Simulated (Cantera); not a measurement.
**NH₃ + SO₂ + O₂ + H₂O (abatement and gas-phase synthesis)**

Charge: 1 mol NH₃, 0.05 mol SO₂, 0.75 mol O₂, 0.48 mol H₂O, equilibrated at 8300000 Pa.

Equilibrium computed with Cantera from the NASA thermochemical tables; the gas is ideal and each condensed phase is pure. Candidate condensed phases: H₂O, H₂SO₄, S; 35 gas species. The ideal-gas law is rough above about 30 bar. Equilibrium is a limit: real reactors are often held back by kinetics, nucleation or transport.

From 1773 K to 3073 K nothing is condensed.

```tsv
T (K)	x H₂O	x N₂	x H₂	x OH	x SO₂	x O₂
1773	0.782	0.198	0.000334	8.28e-5	0.0197	0.000115
1873	0.782	0.198	0.000610	0.000174	0.0197	0.000212
1973	0.781	0.197	0.00105	0.000338	0.0197	0.000365
2073	0.780	0.197	0.00173	0.000616	0.0197	0.000591
2173	0.778	0.197	0.00272	0.00106	0.0197	0.000913
2273	0.776	0.197	0.00410	0.00173	0.0196	0.00136
2373	0.772	0.196	0.00598	0.00272	0.0195	0.00194
2473	0.768	0.196	0.00846	0.00410	0.0194	0.00269
2573	0.762	0.195	0.0116	0.00599	0.0193	0.00364
2673	0.754	0.194	0.0156	0.00847	0.0191	0.00479
2773	0.744	0.193	0.0204	0.0117	0.0188	0.00617
2873	0.733	0.192	0.0261	0.0157	0.0185	0.00778
2973	0.719	0.190	0.0329	0.0205	0.0181	0.00963
3073	0.702	0.188	0.0405	0.0264	0.0175	0.0117
```
x: gas mole fraction; nothing condenses.
